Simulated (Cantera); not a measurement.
Cantera run:

```python
import numpy as np
import cantera as ct

gas_names = """
    H2 P4 OH
""".split()
cond_names = """
    P4O10(s)
""".split()


# ... load() reads the species with a 1 bar reference pressure and builds the phases ...
species = {s.name: s for s in load("nasa_gas.yaml", gas_names) + load("nasa_condensed.yaml", cond_names)}
# Each term lists the table entries of one substance; the one whose range holds T is used.
reactions = {
    'P4O10 + 5 H2(g) = P4(g) + 10 OH(g)':
        [(-1, ['P4O10(s)']), (-5, ['H2']), (1, ['P4']), (10, ['OH'])],
}


def pick(names, T):
    return next(species[n] for n in names if species[n].thermo.min_temp <= T <= species[n].thermo.max_temp)


results = []
for label, terms in reactions.items():
    print(label)
    print("     T/K   dH/kJ  dS/(J/K)   dG/kJ   log10 K")
    for T in [373, 398, 423, 448, 473, 498, 523]:
        used = [(nu, pick(names, T)) for nu, names in terms]
        dH = sum(nu * s.thermo.h(T) for nu, s in used) / 1e6
        dS = sum(nu * s.thermo.s(T) for nu, s in used) / 1e3
        dG = dH - T * dS / 1e3
        logK = -dG * 1e6 / (ct.gas_constant * T * np.log(10))
        results.append((label, T, dH, dS, dG, logK, [s.name for _, s in used]))
        print(f"{T:8g} {dH:8.1f} {dS:8.1f} {dG:8.1f} {logK:8.2f}")
```

Result:

```
P4O10 + 5 H2(g) = P4(g) + 10 OH(g)
     T/K   dH/kJ  dS/(J/K)   dG/kJ   log10 K
     373   3461.8   1233.5   3001.7  -420.34
     398   3461.0   1231.5   2970.9  -389.90
     423   3459.9   1228.9   2940.1  -363.05
     448   3458.6   1225.9   2909.4  -339.22
     473   3457.1   1222.6   2878.8  -317.91
     498   3455.3   1219.0   2848.3  -298.75
     523   3453.4   1215.1   2817.9  -281.43
```

Standard-state values (1 bar) from the NASA 1993 polynomials, evaluated with Cantera. Condensed species are held in their standard states even where they would react or evaporate.
